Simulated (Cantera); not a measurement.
Input (Python, Cantera):

```python
import numpy as np
import cantera as ct

gas = ct.Solution("gri30.yaml")
gas.TP = 300, 100000
flame = ct.CounterflowDiffusionFlame(gas, width=0.02)
flame.fuel_inlet.X, flame.fuel_inlet.T = {'CH4': 1, 'CO': 0.1}, 300
flame.oxidizer_inlet.X, flame.oxidizer_inlet.T = {'O2': 0.2, 'N2': 0.8}, 600
flame.set_refine_criteria(ratio=3, slope=0.12, curve=0.24, prune=0.03)
show = ['OH', 'H', 'NO', 'CO', 'C2H2']

rows = []
print(f"{'mdot':>8s}{'a_max':>10s}{'a_mean':>10s}{'Tmax/K':>9s}" + "".join(f"{s:>11s}" for s in show) + "   (peak mole fractions)")
for i, mdot in enumerate([0.25, 0.34, 0.48, 0.66, 0.9, 1.2, 1.7]):  # kg/m2/s on the oxidiser side
    flame.oxidizer_inlet.mdot, flame.fuel_inlet.mdot = mdot, 1.2 * mdot
    flame.solve(loglevel=0, auto=(i == 0))
    if flame.T.max() < max(300, 600) + 100:
        print(f"{mdot:8.3g}  no burning solution found from the previous one")
        break
    dT = np.abs(np.gradient(flame.T, flame.grid))
    rows.append([flame.strain_rate("max"), flame.strain_rate("mean"), flame.T.max(),
                 *(flame.X[gas.species_index(s)].max() for s in show), max(dT[0], dT[-1]) / dT.max()])
    print(f"{mdot:8.3g}{rows[-1][0]:10.1f}{rows[-1][1]:10.1f}{rows[-1][2]:9.1f}" + "".join(f"{x:11.3e}" for x in rows[-1][3:-1]))
```

Output:

```
    mdot     a_max    a_mean   Tmax/K         OH          H         NO         CO       C2H2   (peak mole fractions)
    0.25     209.0      43.5   2113.9  7.897e-03  4.274e-03  2.686e-04  9.169e-02  1.230e-02
    0.34     274.8      59.1   2100.3  7.863e-03  4.452e-03  2.476e-04  9.178e-02  1.155e-02
    0.48     376.0      83.5   2085.3  7.790e-03  4.646e-03  2.220e-04  9.176e-02  1.077e-02
    0.66     504.5     114.8   2071.1  7.697e-03  4.810e-03  1.958e-04  9.172e-02  1.008e-02
     0.9     673.1     156.5   2055.2  7.544e-03  4.945e-03  1.679e-04  9.183e-02  9.353e-03
     1.2     880.3     208.7   2037.7  7.322e-03  5.019e-03  1.401e-04  9.187e-02  8.600e-03
     1.7    1220.7     295.7   2009.8  6.895e-03  4.984e-03  1.038e-04  9.182e-02  7.428e-03
```

Computed with Cantera and GRI-Mech 3.0 (53 species, 325 reactions). GRI-Mech 3.0 has no aromatics or soot, which form on the fuel side of real flames. The maximum strain rate includes the flame's own expansion and is several times the mean.
